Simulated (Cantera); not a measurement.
Dilute partial oxidation

An isothermal, constant-pressure homogeneous reactor starts with 0.380 % CH2O, 2.47 % O2, 95.0 % N2, 2.18 % H2, equivalence ratio 0.60, at 1200 K and 1000000 Pa.

Detailed kinetics in Cantera: GRI-Mech 3.0 (53 species, 325 reactions).

```
t (s)       x CH2O    x O2     x HCO     x NO2      x CO    x HO2     x CH3
--------  --------  ------  --------  --------  --------  -------  --------
1.00e-6    0.00380  0.0247   1.75e-9    <1e-12   6.30e-8  9.44e-8    <1e-12
7.50e-6    0.00380  0.0247   2.41e-9    <1e-12   6.16e-7  7.65e-7    <1e-12
5.62e-5    0.00378  0.0247   1.51e-8    <1e-12   1.52e-5  9.07e-6    <1e-12
0.000422   4.92e-5  0.0215   9.32e-8  3.57e-11   0.00363  8.12e-5  3.15e-10
0.00316   7.20e-11  0.0119  7.85e-11   4.30e-9   0.00249  1.81e-5  2.10e-12
0.0237      <1e-12  0.0107  2.12e-12   9.41e-9   0.00118  3.60e-6    <1e-12
0.178       <1e-12  0.0101    <1e-12   1.23e-8  0.000116  5.77e-7    <1e-12
1.33        <1e-12  0.0101    <1e-12  1.99e-10   1.59e-9  1.26e-9    <1e-12
10.0        <1e-12  0.0101    <1e-12  2.05e-10  2.12e-10  1.25e-9    <1e-12
```
x: mole fraction; the columns are a selection and need not sum to one.

Equilibrium at this temperature and pressure: CH2O <1e-12, O2 0.0101, HCO <1e-12, NO2 5.54e-7, CO 2.13e-10, HO2 1.24e-9, CH3 <1e-12 (gas phase only).
